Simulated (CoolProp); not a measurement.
Vapour-liquid equilibrium of n-hexane (1) + hexamethyldisiloxane (MM) (2) at 244.1 K; x and y are mole fractions of (1).

Model: multi-fluid Helmholtz-energy mixture model, Thol 2019 and Thol 2016; pair parameters Bell 2016, in CoolProp.

```tsv
x	bubble pressure, mixture model (bar)	bubble pressure, Raoult's law (bar)	y, mixture model	y, Raoult's law
0.05	0.002027	0.002080	0.225	0.245
0.15	0.002735	0.002934	0.484	0.521
0.25	0.003435	0.003788	0.637	0.673
0.35	0.004167	0.004642	0.742	0.769
0.45	0.004956	0.005496	0.819	0.835
0.55	0.005813	0.006350	0.877	0.883
0.65	0.006741	0.007204	0.921	0.920
0.75	0.007724	0.008058	0.954	0.949
0.85	0.008734	0.008912	0.978	0.972
0.95	0.009724	0.009766	0.994	0.992
```

The largest gap from Raoult's law is -10.2 % in bubble pressure, at x = 0.35. No azeotrope shows between x = 0.05 and 0.95.

Pair parameters are fitted to limited data, so mixtures are less certain than the pure fluids.
